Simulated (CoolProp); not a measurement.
Vapour-liquid equilibrium of carbon dioxide (1) + n-perfluorobutane (2) at 238.6 K; x and y are mole fractions of (1).

Computed with CoolProp (multi-fluid Helmholtz-energy mixture model, Span 1996 and Gao 2022; pair parameters Bell 2016).

Task: Give the bubble pressure and the first vapour's composition at x = 0.55, 0.65, 0.85. Is there an azeotrope?

Result: x = 0.55: 0.8347 MPa, y = 0.978; x = 0.65: 0.8946 MPa, y = 0.981; x = 0.85: 1.045 MPa, y = 0.989. No azeotrope shows between x = 0.05 and 0.95.

The pair parameters rest on a limited set of measurements; away from them the model extrapolates. The gap from Raoult's law changes sign with composition, which may be real or a fault of the pair parameters; it wasn't checked against measurements. With so large a gap from Raoult's law the liquid may split in two, which this calculation doesn't test in full.
